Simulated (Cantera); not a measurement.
What does this Cantera script print?

```python
import numpy as np
import cantera as ct

gas_names = """
    H H2O
""".split()
cond_names = """
    CuO2H2(s) Cu(cr) Cu(L)
""".split()


# ... load() reads the species with a 1 bar reference pressure and builds the phases ...
species = {s.name: s for s in load("nasa_gas.yaml", gas_names) + load("nasa_condensed.yaml", cond_names)}
# Each term lists the table entries of one substance; the one whose range holds T is used.
reactions = {
    '2 H(g) + Cu(OH)2 = Cu + 2 H2O(g)':
        [(-2, ['H']), (-1, ['CuO2H2(s)']), (1, ['Cu(cr)', 'Cu(L)']), (2, ['H2O'])],
}


def pick(names, T):
    return next(species[n] for n in names if species[n].thermo.min_temp <= T <= species[n].thermo.max_temp)


results = []
for label, terms in reactions.items():
    print(label)
    print("     T/K   dH/kJ  dS/(J/K)   dG/kJ   log10 K")
    for T in [300, 500, 600, 700, 800, 900, 1000]:
        used = [(nu, pick(names, T)) for nu, names in terms]
        dH = sum(nu * s.thermo.h(T) for nu, s in used) / 1e6
        dS = sum(nu * s.thermo.s(T) for nu, s in used) / 1e3
        dG = dH - T * dS / 1e3
        logK = -dG * 1e6 / (ct.gas_constant * T * np.log(10))
        results.append((label, T, dH, dS, dG, logK, [s.name for _, s in used]))
        print(f"{T:8g} {dH:8.1f} {dS:8.1f} {dG:8.1f} {logK:8.2f}")
```

Result:

```
2 H(g) + Cu(OH)2 = Cu + 2 H2O(g)
     T/K   dH/kJ  dS/(J/K)   dG/kJ   log10 K
     300   -469.4     72.7   -491.2    85.52
     500   -478.8     48.8   -503.1    52.56
     600   -483.7     39.7   -507.6    44.19
     700   -488.9     31.8   -511.1    38.14
     800   -494.1     24.8   -513.9    33.56
     900   -499.3     18.7   -516.1    29.95
    1000   -504.4     13.4   -517.7    27.04
```

Source: NASA polynomial tables (part measured, part estimated), evaluated in Cantera. Condensed species are held in their standard states even where they would react or evaporate.
